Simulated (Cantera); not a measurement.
# Equilibrium for aluminium nitride and oxide growth: AlCl₃ + N₂ + H₂ + HCl

A closed system holds: 1 mol AlCl₃, 28 mol N₂, 3.2 mol H₂, a varied amount of HCl, equilibrated at 775 K and 0.120 bar.

Equilibrium computed with Cantera from the NASA thermochemical tables; the gas is ideal and each condensed phase is pure. Candidate condensed phases: Al, AlCl₃, AlN, NH₄Cl; 20 gas species. The numbers say what is thermodynamically allowed, not how fast it happens.

At 0.71 mol HCl the condensed part is AlN(s). From 2 mol HCl to 9.7 mol HCl nothing is condensed. The main Al-bearing gas is AlCl₃ throughout.

```csv
n(HCl) (mol),x N₂,x HCl,x H₂,x AlCl₃,x Al₂Cl₆,x NH₃,n AlN(s)
0.71,0.847,0.0434,0.0864,0.0224,0.000358,1.09e-5,0.239
2,0.819,0.0585,0.0936,0.0281,0.000564,1.21e-5,0
3.3,0.789,0.0930,0.0902,0.0271,0.000525,1.12e-5,0
4.6,0.761,0.125,0.0870,0.0262,0.000489,1.04e-5,0
5.9,0.735,0.155,0.0840,0.0253,0.000458,9.71e-6,0
7.2,0.711,0.183,0.0812,0.0245,0.000429,9.08e-6,0
8.5,0.688,0.209,0.0786,0.0238,0.000403,8.51e-6,0
9.7,0.669,0.232,0.0764,0.0231,0.000381,8.03e-6,0
```
x: gas mole fraction; n: condensed amount in mol.
